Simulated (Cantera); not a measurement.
# Equilibrium for silicon epitaxy and polysilicon growth: SiH2Cl2 + H2

Feed: 1 mol SiH2Cl2, 88 mol H2, at 1.00 bar.

Cantera equilibrium calculation (NASA polynomials, part measured and part estimated; ideal gas, pure solids and liquids). Candidate condensed phases: Si; 19 gas species. The tables' values for SiCl3 are old estimates; treat these amounts as uncertain. Gases not in the tables: Si2H6 and higher silanes. Rates play no part.

```tsv
T (°C)	log p H2	log p HCl	log p SiHCl3	log p SiCl2	log p SiCl4	log p SiH2Cl2	log p H	log p SiCl3	n Si(s)	n Si(l)
827	-0.01	-2.06	-2.66	-3.80	-2.88	-3.36	-7.59	-3.91	0.617	0
877	-0.01	-1.94	-2.76	-3.54	-3.01	-3.42	-7.13	-3.79	0.681	0
927	-0.01	-1.86	-2.91	-3.34	-3.19	-3.51	-6.71	-3.74	0.743	0
977	-0.01	-1.80	-3.09	-3.18	-3.43	-3.62	-6.32	-3.74	0.795	0
1027	-0.01	-1.76	-3.31	-3.08	-3.72	-3.76	-5.96	-3.79	0.832	0
1077	-0.01	-1.73	-3.56	-3.01	-4.04	-3.91	-5.63	-3.88	0.855	0
1127	-0.01	-1.72	-3.82	-2.97	-4.38	-4.08	-5.32	-3.99	0.867	0
1177	-0.01	-1.72	-4.07	-2.93	-4.71	-4.24	-5.03	-4.11	0.873	0
1227	-0.01	-1.71	-4.32	-2.91	-5.04	-4.39	-4.76	-4.22	0.875	0
1277	-0.01	-1.71	-4.55	-2.89	-5.34	-4.54	-4.51	-4.34	0.874	0
1327	-0.01	-1.71	-4.77	-2.88	-5.63	-4.68	-4.27	-4.45	0.873	0
1377	-0.01	-1.71	-4.98	-2.87	-5.91	-4.82	-4.05	-4.56	0.871	0
1427	-0.01	-1.71	-5.18	-2.86	-6.17	-4.95	-3.84	-4.67	0	0.871
1477	-0.01	-1.71	-5.40	-2.89	-6.44	-5.10	-3.64	-4.79	0	0.878
```
log p: log10 of the partial pressure in bar; n: condensed amount in mol.

From 827 °C to 1377 °C the condensed part is Si(s). From 1427 °C to 1477 °C the condensed part is Si(l). The main Si-bearing gas is SiHCl3 at 827 °C and SiCl2 at 1477 °C. The share of Si in condensed phases is highest at 1477 °C (87.8 %) and lowest at 827 °C (61.7 %).
